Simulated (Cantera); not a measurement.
A diamond (100) surface in a fixed gas of H2 with x(CH4) = 0.0076, x(H) = 0.00033, at 975 K, 0.300 bar; coverages are run to steady state.

Cantera simulation using the Harris–Goodwin 1993 mechanism for the reconstructed diamond (100) surface; the numbers are that mechanism's predictions, not measurements.

θ: site fractions in the mechanism's names (c6HH fully hydrogenated, c6H* and c6*H radical sites, c6** diradical, c6HM methylated).

```json
[
 {"x(CH3)": "1e-06", "growth (µm/h)": "0.125", "θ c6HH": "0.627", "θ c6H*": "0.0158", "θ c6*H": "0.348", "θ c6**": "0.00674", "θ c6HM": "0.00163"},
 {"x(CH3)": "2.5e-06", "growth (µm/h)": "0.312", "θ c6HH": "0.625", "θ c6H*": "0.0158", "θ c6*H": "0.347", "θ c6**": "0.00671", "θ c6HM": "0.00406"},
 {"x(CH3)": "6.5e-06", "growth (µm/h)": "0.803", "θ c6HH": "0.620", "θ c6H*": "0.0157", "θ c6*H": "0.344", "θ c6**": "0.00663", "θ c6HM": "0.0105"},
 {"x(CH3)": "1.7e-05", "growth (µm/h)": "2.05", "θ c6HH": "0.606", "θ c6H*": "0.0153", "θ c6*H": "0.337", "θ c6**": "0.00644", "θ c6HM": "0.0267"},
 {"x(CH3)": "4.2e-05", "growth (µm/h)": "4.79", "θ c6HH": "0.577", "θ c6H*": "0.0145", "θ c6*H": "0.320", "θ c6**": "0.00602", "θ c6HM": "0.0623"},
 {"x(CH3)": "0.00011", "growth (µm/h)": "10.9", "θ c6HH": "0.511", "θ c6H*": "0.0128", "θ c6*H": "0.282", "θ c6**": "0.00509", "θ c6HM": "0.142"},
 {"x(CH3)": "0.00027", "growth (µm/h)": "20.6", "θ c6HH": "0.406", "θ c6H*": "0.0101", "θ c6*H": "0.222", "θ c6**": "0.00366", "θ c6HM": "0.268"},
 {"x(CH3)": "0.00069", "growth (µm/h)": "?", "θ c6HH": "?", "θ c6H*": "?", "θ c6*H": "?", "θ c6**": "?", "θ c6HM": "?"},
 {"x(CH3)": "0.0018", "growth (µm/h)": "?", "θ c6HH": "?", "θ c6H*": "?", "θ c6*H": "?", "θ c6**": "?", "θ c6HM": "?"}
]
```

Problem. Some entries are withheld; supply them.

Solution. 
- 0.00069, growth (µm/h): 32.8
- 0.00069, θ c6HH: 0.274
- 0.00069, θ c6H*: 0.00662
- 0.00069, θ c6*H: 0.145
- 0.00069, θ c6**: 0.00196
- 0.00069, θ c6HM: 0.428
- 0.0018, growth (µm/h): 43.3
- 0.0018, θ c6HH: 0.159
- 0.0018, θ c6H*: 0.00362
- 0.0018, θ c6*H: 0.0796
- 0.0018, θ c6**: 0.000718
- 0.0018, θ c6HM: 0.567
